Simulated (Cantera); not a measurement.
Input: 1 mol Cr, a varied amount of N2, held at 0.0133 bar.

Cantera equilibrium calculation (NASA polynomials, part measured and part estimated; ideal gas, pure solids and liquids). Candidate condensed phases: Cr, CrN, Cr2N; 4 gas species. Kinetics and transport are ignored.

Q: What condenses at these points (T in K, n(N2) in mol): (2700, 0.73); (2700, 1.5); (2200, 6.9); (1800, 4.8); (2300, 0.73)?

A: 
| T (K) | n(N2) in mol | condensed phases | Cr condensed (%) |
|---|---|---|---|
| 2700 | 0.73 | gas only | 0.0 |
| 2700 | 1.5 | gas only | 0.0 |
| 2200 | 6.9 | gas only | 0.0 |
| 1800 | 4.8 | Cr | 96.6 |
| 2300 | 0.73 | gas only | 0.0 |
